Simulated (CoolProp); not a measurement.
The fluid at 298.15 K and 5.25 MPa flows at 16 m/s in a round tube of 25 mm bore and 45 µm roughness, fully developed (64/Re and Nu = 3.66 if laminar; Colebrook and Gnielinski if turbulent). The same conditions are run with several fluids, on thermodynamics alone (safety and materials aside).

The numbers come from the reference Helmholtz-energy equation of state of each fluid (propylene: Lemmon 2013; R507A: Lemmon 2003; n-butane: Bücker 2006; R152A: Outcalt 1996; toluene: Lemmon 2006) in CoolProp. Blends and air are pseudo-pure fits.

Problem. Rank propylene, R507A, n-butane, R152A, toluene by Reynolds number, highest first.

Solution. R507A (3010000), R152A (2100000), propylene (2030000), n-butane (1370000), toluene (601000)

```tsv
fluid	Darcy friction factor	pressure drop (Pa/m)	heat-transfer coefficient (W/(m² K))	mass flow (kg/h)
propylene	0.0229	60800	40700	14700
R507A	0.0228	127000	41300	30800
n-butane	0.0229	68200	32600	16400
R152A	0.0229	107000	43000	25900
toluene	0.0231	102000	23300	24500
```

Transport values come from each fluid's own correlations; those of propylene, R152A are estimates that may be off by 10 % or more.
